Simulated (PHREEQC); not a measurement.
0.036 g of hydrous ferric oxide (600 m²/g; 0.2 weak and 0.005 strong sites per Fe, Dzombak-Morel constants, diffuse double layer) in 1 kg of water with 0.05 mol/kgw of an inert sodium salt and 1.7e-06 mol Ag2SO4 and 1.9e-06 mol NaF, at 25 °C; the pH is set by adding NaOH or the inert anion's acid. Oxygen alone is held at its pressure in air (log pO2 = -0.68). No CO2 enters from the air. Nothing may precipitate in this run.

Base run: PHREEQC, ion-association model, wateq4f.dat. Each further column changes one thing. The table gives Ag sorbed (%).

| pH | base | no electrostatic term (-no_edl) | background salt from 0.05 to 0.005 mol/kgw | oxide from 0.036 to 0.18 g/kgw |
|---|---|---|---|---|
| 4 | 0.0 | 0.0 | 0.0 | 0.0 |
| 4.5 | 0.0 | 0.0 | 0.1 | 0.2 |
| 5 | 0.2 | 0.0 | 0.2 | 0.8 |
| 5.5 | 0.6 | 0.0 | 0.8 | 2.9 |
| 6 | 2.0 | 0.2 | 2.5 | 9.5 |
| 6.5 | 6.2 | 1.4 | 7.1 | 25.3 |
| 7 | 15.3 | 8.5 | 16.7 | 50.2 |
| 7.5 | 29.0 | 26.0 | 30.6 | 74.5 |
| 8 | 43.0 | 43.0 | 44.4 | 89.7 |
| 8.5 | 54.5 | 53.6 | 55.6 | 96.4 |
| 9 | 64.5 | 60.0 | 65.8 | 98.8 |
| 9.5 | 76.1 | 63.4 | 77.7 | 99.6 |
| 10 | 87.3 | 64.8 | 89.0 | 99.9 |
